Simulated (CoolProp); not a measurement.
Properties of sulfur hexafluoride at several states.

Model: reference Helmholtz-energy equation of state, Guder 2009, in CoolProp.

| T (°C) | p (MPa) | phase | density (kg/m³) | cp (kJ/(kg K)) |
|---|---|---|---|---|
| 311.15 | 0.0733 | gas | 2.205 | 0.9254 |
| 40.95 | 6 | liquid | 1305 | 1.230 |
| 52.65 | 0.135 | gas | 7.362 | 0.7113 |
| 51.95 | 22.3 | supercritical | 1518 | 0.9790 |
| 293.35 | 21.5 | supercritical | 653.7 | 1.037 |
